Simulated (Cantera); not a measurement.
**Silicon carbide growth: CH3SiCl3 + C3H8 + H2**

A closed system holds: 1 mol CH3SiCl3, 0.0081 mol C3H8, 66 mol H2, equilibrated at 1925 °C.

Method: chemical equilibrium by Gibbs-energy minimisation in Cantera with the NASA 1993 tables (ideal gas, pure condensed phases). Candidate condensed phases: C, C6H6, C7H8, C8H18, Si, SiC; 109 gas species. The feed counts by its element totals alone. The tables' values for SiCl are old estimates; treat these amounts as uncertain. Gases not in the tables: Si2H6 and higher silanes. Kinetics and transport are ignored.

| P (Pa) | x H2 | x H | x HCl | x Si | n C(graphite) | n SiC(s) |
|---|---|---|---|---|---|---|
| 100 | 0.789 | 0.157 | 0.0341 | 0.0113 | 0.537 | 0 |
| 270 | 0.846 | 0.0987 | 0.0368 | 0.0108 | 0.519 | 0 |
| 720 | 0.888 | 0.0619 | 0.0389 | 0.00537 | 0.129 | 0.474 |
| 1900 | 0.915 | 0.0387 | 0.0402 | 0.00236 | 0 | 0.747 |
| 5200 | 0.932 | 0.0236 | 0.0409 | 0.00108 | 0 | 0.855 |
| 14000 | 0.942 | 0.0145 | 0.0413 | 0.000469 | 0 | 0.903 |
| 37000 | 0.947 | 0.00892 | 0.0415 | 0.000196 | 0 | 0.924 |
| 100000 | 0.951 | 0.00544 | 0.0416 | 7.78e-5 | 0 | 0.932 |
x: gas mole fraction; n: condensed amount in mol.

From 1.00 mbar to 2.70 mbar the condensed part is C(graphite). At 7.20 mbar the condensed part is C(graphite) + SiC(s). From 19.0 mbar to 1.00 bar the condensed part is SiC(s). The main Si-bearing gas is Si at 1.00 mbar and SiCl2 at 1.00 bar.
